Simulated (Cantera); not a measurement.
## Catalytic stagnation flow on Pt

A jet of 1.20 % H₂, 20.0 % O₂, 78.8 % N₂, equivalence ratio 0.030 at 300 K and 0.360 bar hits a platinum plate 2.6 cm away at a mass flux of 0.02 kg/m²/s; the plate temperature is set and raised in steps from an oxygen-covered start.

Cantera simulation using Deutschmann's 1995 Pt surface mechanism with GRI-Mech 3.0 gas chemistry; the numbers are that mechanism's predictions, not measurements. Catalytic surfaces can have several steady states; this one follows from the mechanism file's or the stated starting coverage.

```csv
plate T (K),wall x H₂,wall x O₂,wall x H₂O,wall x OH,θ free Pt,θ O*,θ OH*
700,0.000975,0.188,0.0206,<1e-8,0.0147,0.983,0.00204
750,0.000633,0.188,0.0211,<1e-8,0.0244,0.974,0.00191
800,0.000372,0.188,0.0215,<1e-8,0.0443,0.954,0.00194
850,0.000228,0.188,0.0216,<1e-8,0.0752,0.923,0.00193
900,0.000156,0.188,0.0217,2.19e-8,0.116,0.882,0.00187
```
x: mole fraction at the wall; θ: surface coverage.
